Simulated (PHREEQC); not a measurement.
Single salt, acid or base with single salt, acid or base

Solution A (1 mmol/kgw NH4F) is mixed with solution B (0.0022 mol Na2HPO4 per kg of water) at 70 °C; shares are by mass of water, 1 kg in all. O2 is buffered at 0.21 atm. The system is closed to CO2. Precipitation was switched off in this run.

Model: ion-association model, wateq4f.dat, run in PHREEQC.

```tsv
share of solution B	pH	HPO4-2 (mol/kgw)	H2PO4- (mol/kgw)
0	5.86	0	0
0.1	7.15	0.000122	9.80e-5
0.2	7.38	0.000301	0.000139
0.3	7.53	0.000499	0.000160
0.4	7.65	0.000708	0.000170
0.5	7.76	0.000927	0.000170
0.6	7.87	0.00115	0.000163
0.7	7.98	0.00139	0.000148
0.8	8.12	0.00163	0.000125
0.9	8.29	0.00187	9.51e-5
1	8.54	0.00213	6.01e-5
```

H3PO4, which wateq4f.dat lacks, is added to it with the constant of phreeqc.dat. Away from 25 °C the constants follow the database's enthalpies or fits; those with neither stay at their 25 °C values.
